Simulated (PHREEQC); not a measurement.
1 kg of water holding 0.16 mol/kgw NaOH, 0.19 mol/kgw Na2CO3, 0.05 mol/kgw NaCl and 0.11 mol/kgw Na2SO4 is evaporated at 20 °C; the solids stay in contact with the brine. CO2 from the air is kept out. Only these solids could form: Burkeite, Halite, Mirabilite, Nahcolite, Natron, Thenardite, Trona.

All values are PHREEQC results (Pitzer model, pitzer.dat), not measurements.

Task: Predict ionic strength at water left (kg) = 0.4563, 0.3082, 0.07809, 0.06418.

Result: 
```csv
water left (kg),ionic strength
0.4563,2.43
0.3082,3.60
0.07809,11.4
0.06418,11.8
```
